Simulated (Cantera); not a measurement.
Input: 1 mol Ca(OH)2, 0.12 mol H2, held at 2150 K and 13.3 mbar.

Method: chemical equilibrium by Gibbs-energy minimisation in Cantera with the NASA 1993 tables (ideal gas, pure condensed phases). Candidate condensed phases: Ca, CaO, Ca(OH)2, H2O; 14 gas species. Equilibrium is a limit: real reactors are often held back by kinetics, nucleation or transport.

### Question
What is the equilibrium state?

### Answer
```
Item                                 Result
--------------------------------  ---------
x(H2O)                                0.859
x(H2)                                 0.112
x(H)                                 0.0122
x(OH)                                0.0121
x(O2)                               0.00302
x(O)                               0.000929
x(Ca(OH)2)                         0.000259
x(CaOH)                             6.68e-5
x(Ca)                               1.03e-5
n(CaO(s))                         1.000 mol
gas amount                        1.138 mol
log10 activity of Ca(l) (absent)      -7.61
```
